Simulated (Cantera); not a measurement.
## Thermal oxidation and active oxidation of silicon: Si + CO2 + N2

Feed: 1 mol Si, 0.84 mol CO2, 13 mol N2, equilibrated at 1775 K and 0.0100 bar.

Method: chemical equilibrium by Gibbs-energy minimisation in Cantera with the NASA 1993 tables (ideal gas, pure condensed phases). Candidate condensed phases: C, Si, SiC, SiO2, Si2N2O, Si3N4; 34 gas species. Mutual solubility and eutectic melting of coexisting phases are not modelled. The numbers say what is thermodynamically allowed, not how fast it happens.

```yaml
x(N2): 0.892
x(CO): 0.0570
x(SiO): 0.0509
x(Si): 6.19e-5
x(SiN): 2.79e-6
x(Si2N): 1.30e-6
n(SiC(s)): 0.0177 mol
n(Si2N2O(s)): 0.124 mol
gas_amount: 14.43 mol
log10 activity of Si(l) (absent): -0.55
log10 activity of C(graphite) (absent): -1.12
```
